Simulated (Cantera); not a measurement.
A perfectly stirred reactor is fed with C3H8 : O2 : N2 = 1 : 12.5 : 47 (molar parts), equivalence ratio 0.40, at 5.00 bar; it is adiabatic with a 325 K inlet, and is followed from long to short residence time, starting on the burning branch (τ in s: 0.04, 0.02, 0.01, 0.0051, 0.0025, 0.0013, 0.00064, 0.00032, 0.00016, 8e-05, 4e-05, 2e-05).

Computed with Cantera and GRI-Mech 3.0 (53 species, 325 reactions). GRI-Mech 3.0 was tuned for natural gas; its chemistry of propane as a main component is partial and can be far from experiment.

One state of this run: T (K) = 1206; x C3H8 = 0.000163; x O2 = 0.129; x CH2CO = 0.000162; x H2O = 0.0625; x NO = 3.16e-9; x C2H = 5.10e-12; x OH = 9.72e-6. x: mole fraction; the columns are a selection and need not sum to one.

Question: Which value of τ (s) does it belong to?
A) 0.040
B) 0.0051
C) 0.00016
D) 0.020

Answer: D, 0.020
